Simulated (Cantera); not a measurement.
## Equilibrium for carbon deposition, reforming and gasification: C2H5OH + CO2 + H2 + O2

Feed: 1 mol C2H5OH, 0.057 mol CO2, 56 mol H2, 0.027 mol O2, equilibrated at 2377 °C and 0.133 bar.

Method: chemical equilibrium by Gibbs-energy minimisation in Cantera with the NASA 1993 tables (ideal gas, pure condensed phases). Candidate condensed phases: C, C6H6, C7H8, C8H18, H2O; 110 gas species. Rates play no part.

```
Item                                       Result
--------------------------------------  ---------
x(H2)                                       0.856
x(H)                                        0.119
x(CO)                                      0.0183
x(C2H2 (acetylene))                       0.00677
x(C2H)                                    9.10e-5
x(C4H2)                                   2.22e-5
x(CH3)                                    1.79e-5
x(C3)                                     8.59e-6
x(C2H2 (vinylidene))                      8.51e-6
gas amount                              63.97 mol
log10 activity of C(graphite) (absent)      -0.20
```
